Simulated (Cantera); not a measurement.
A perfectly stirred reactor is fed with CO : H₂ : O₂ : N₂ : H₂O = 1 : 0.032 : 1.12 : 6.39 : 1.6 (molar parts), equivalence ratio 0.46, at 1.30 bar; it is adiabatic with a 650 K inlet, and is followed from long to short residence time, starting on the burning branch (τ in s: 0.023, 0.01, 0.0047, 0.0022, 0.00099, 0.00045, 0.00021, 9.5e-05, 4.4e-05, 2e-05, 9.1e-06).

Cantera simulation using GRI-Mech 3.0 (53 species, 325 reactions); the numbers are that mechanism's predictions, not measurements.

x: mole fraction; the columns are a selection and need not sum to one.

| τ (s) | T (K) | x CO | x H₂ | x O₂ | x NO₂ | x NO |
|---|---|---|---|---|---|---|
| 0.023 | 1454 | 0.00203 | 0.000176 | 0.0636 | ? | 9.01e-7 |
| 0.010 | 1440 | 0.00367 | 0.000297 | 0.0643 | ? | 7.12e-7 |
| 0.0047 | 1417 | 0.00644 | 0.000465 | 0.0656 | ? | 5.79e-7 |
| 0.0022 | 1370 | 0.0124 | 0.000697 | 0.0684 | ? | 4.41e-7 |
| 0.00099 | 650 | 0.0986 | 0.00316 | 0.110 | <1e-12 | <1e-12 |
| 0.00045 | 650 | 0.0986 | 0.00316 | 0.110 | <1e-12 | <1e-12 |
| 0.00021 | 650 | 0.0986 | 0.00316 | 0.110 | <1e-12 | <1e-12 |
| 9.5e-5 | 650 | 0.0986 | 0.00316 | 0.110 | <1e-12 | <1e-12 |
| 4.4e-5 | 650 | 0.0986 | 0.00316 | 0.110 | <1e-12 | <1e-12 |
| 2.0e-5 | 650 | 0.0986 | 0.00316 | 0.110 | <1e-12 | <1e-12 |
| 9.1e-6 | 650 | 0.0986 | 0.00316 | 0.110 | <1e-12 | <1e-12 |

Problem. What belongs in the gaps?

Solution. 
- 0.023, x NO₂: 6.25e-9
- 0.010, x NO₂: 4.15e-9
- 0.0047, x NO₂: 2.88e-9
- 0.0022, x NO₂: 2.04e-9
